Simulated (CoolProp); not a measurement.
Vapour-liquid equilibrium of R13 (1) + propylene (2) at 277.7 K; x and y are mole fractions of (1).

Computed with CoolProp (multi-fluid Helmholtz-energy mixture model, Platzer 1990 and Lemmon 2013; pair parameters Bell 2016). This equation is an older, rougher fit; its heat capacities, sound speeds and derivatives of the liquid may be far off and weren't checked against measurements.

**Question.** Give the bubble pressure and the first vapour's composition at x = 0.05, 0.65, 0.95. Is there an azeotrope?

**Answer.** x = 0.05: 791.5 kPa, y = 0.175; x = 0.65: 1785 kPa, y = 0.789; x = 0.95: 2151 kPa, y = 0.965. No azeotrope shows between x = 0.05 and 0.95.

Pair parameters are fitted to limited data, so mixtures are less certain than the pure fluids.
